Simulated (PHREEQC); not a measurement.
Synthetic water in mg/kgw, 25 °C, pH 6.24, pe 11.2:

| constituent | mg/kgw |
|---|---|
| Na | 0.276 |
| K | 0.00212 |
| Ca | 0.0917 |
| Mg | 0.0749 |
| Cl | 0.149 |
| S(6) as SO4 | 0.11 |
| Alkalinity as HCO3 | 0.972 |
| Ba | 0.00244 |
| Li | 5.54e-05 |
| Sr | 0.0632 |
| F | 0.00324 |
| Zn | 0.0185 |
| Cd | 0.00798 |

Valence states are taken as typed.

Model: ion-association model, wateq4f.dat, run in PHREEQC.

This is a speciation only: nothing precipitates in the calculation.

Problem. Estimate the charge-balance error.

Solution. charge-balance error 4.9 %.

Problem. In which forms is C present?

Solution. CO2 56 %, HCO3- 44 % of the C.

Complexes and solids missing from the database can't appear.
